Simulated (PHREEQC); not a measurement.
A solution holds 6 mmol/kgw NH4Cl, 1 mmol/kgw Na2B4O7 and 130 mmol/kgw LiCl, at 46 °C. Closed to the air; pH follows from the charge balance.

Model: ion-association model, phreeqc.dat, run in PHREEQC.

No solid was allowed to form.

Q: What pH, density, specific conductance does the model give?

A: pH 8.26; density 0.993 g/cm³; specific conductance 19500 µS/cm.

Q: In which forms is B present?

A: H3BO3 83 %, H2BO3- 17 % of the B.

At this temperature some constants are extrapolated from 25 °C, and those without enthalpy data are left unchanged.
